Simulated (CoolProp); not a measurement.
Vapour-liquid equilibrium of carbon monoxide (1) + methane (2) at 105.6 K; x and y are mole fractions of (1).

Model: multi-fluid Helmholtz-energy mixture model, Lemmon 2006 and Setzmann 1991; pair parameters Kunz 2012, in CoolProp.

```
x     bubble pressure, mixture model (bar)  bubble pressure, Raoult's law (bar)  y, mixture model  y, Raoult's law
----  ------------------------------------  -----------------------------------  ----------------  ---------------
0.05                                 1.025                               0.9693             0.438            0.416
0.2                                  2.376                                2.089             0.785            0.772
0.35                                 3.670                                3.208             0.879            0.879
0.5                                  4.795                                4.327             0.921            0.931
0.65                                 5.756                                5.446             0.947            0.962
0.8                                  6.659                                6.565             0.968            0.982
0.95                                 7.665                                7.685             0.991            0.996
```

The largest gap from Raoult's law is +14.4 % in bubble pressure, at x = 0.35. No azeotrope shows between x = 0.05 and 0.95.

The pair parameters rest on a limited set of measurements; away from them the model extrapolates.
